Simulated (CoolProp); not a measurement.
R236FA at several states: density (kg/m³) from the reference equation and from simpler models built on Tc = 398.1 K, pc = 31.91 bar, ω = 0.377; each cubic takes its own stable root.

The numbers come from the reference Helmholtz-energy equation of state, Pan 2012 in CoolProp.

```
T (K)  p (bar)   phase  reference  van der Waals  Redlich-Kwong  Soave-Redlich-Kwong  Peng-Robinson
-----  -------  ------  ---------  -------------  -------------  -------------------  -------------
295.8    0.232     gas      1.445          1.440          1.442                1.444          1.444
279.2     70.4  liquid       1447          891.9           1264                 1322           1490
397        158  liquid       1135          810.3           1037                 1038           1156
```
